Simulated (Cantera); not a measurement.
An isothermal, constant-pressure homogeneous reactor starts with C₂H₄ : H₂ = 1 : 4.2 (molar parts), at 1698 K and 0.00580 bar.

Cantera simulation using GRI-Mech 3.0 (53 species, 325 reactions); the numbers are that mechanism's predictions, not measurements. GRI-Mech 3.0 was tuned for natural gas; its chemistry of ethylene as a main component is partial and can be far from experiment. GRI-Mech 3.0 stops at C3 and has no aromatics, soot or wall deposition, so with more carbon than oxygen in the feed, carbon stays in small species such as C2H2 where larger ones or solid carbon would form. Radical loss at walls, strong at low pressure, is not modelled.

x: mole fraction; the columns are a selection and need not sum to one.

| t (s) | x C₂H₄ | x H₂ | x CH₄ | x C₂H₆ | x CH₃ | x C₂H₂ | x H |
|---|---|---|---|---|---|---|---|
| 3.00e-6 | 0.192 | 0.808 | <1e-12 | 1.53e-12 | <1e-12 | 5.86e-6 | 6.34e-9 |
| 1.09e-5 | 0.192 | 0.808 | <1e-12 | 1.91e-11 | <1e-12 | 2.12e-5 | 2.33e-8 |
| 3.93e-5 | 0.192 | 0.808 | <1e-12 | 2.09e-10 | 4.72e-12 | 7.68e-5 | 8.65e-8 |
| 0.000142 | 0.192 | 0.808 | 4.03e-11 | 1.62e-9 | 9.95e-11 | 0.000278 | 3.19e-7 |
| 0.000516 | 0.191 | 0.808 | 1.62e-9 | 7.38e-9 | 1.00e-9 | 0.00101 | 1.17e-6 |
| 0.00187 | 0.188 | 0.808 | 3.10e-8 | 2.28e-8 | ___ | 0.00366 | 4.24e-6 |
| 0.00676 | 0.176 | 0.810 | 3.52e-7 | 5.02e-8 | ___ | 0.0134 | 1.51e-5 |
| 0.0245 | 0.136 | 0.817 | 2.90e-6 | 8.08e-8 | ___ | 0.0475 | 4.18e-5 |
| 0.0887 | 0.0472 | 0.831 | 1.15e-5 | 4.19e-8 | ___ | 0.122 | 6.92e-5 |
| 0.321 | 0.000210 | 0.838 | 1.81e-5 | 5.51e-10 | ___ | 0.161 | 0.000320 |
| 1.16 | 3.99e-5 | 0.837 | 1.91e-5 | 1.62e-10 | ___ | 0.161 | 0.00142 |
| 4.21 | 3.84e-5 | 0.837 | 2.91e-5 | 1.57e-10 | ___ | 0.161 | 0.00175 |
| 15.3 | 3.84e-5 | 0.837 | 6.56e-5 | 1.75e-10 | ___ | 0.161 | 0.00175 |
| 55.2 | 3.84e-5 | 0.837 | 0.000164 | 2.92e-10 | ___ | 0.161 | 0.00175 |
| 200 | 3.84e-5 | 0.837 | 0.000229 | 4.23e-10 | ___ | 0.161 | 0.00175 |

Some entries are withheld; supply them.


- 0.00187, x CH₃: 4.23e-9
- 0.00676, x CH₃: 1.15e-8
- 0.0245, x CH₃: 2.46e-8
- 0.0887, x CH₃: 3.17e-8
- 0.321, x CH₃: 1.40e-7
- 1.16, x CH₃: 6.59e-7
- 4.21, x CH₃: 1.23e-6
- 15.3, x CH₃: 2.78e-6
- 55.2, x CH₃: 6.96e-6
- 200, x CH₃: 9.70e-6
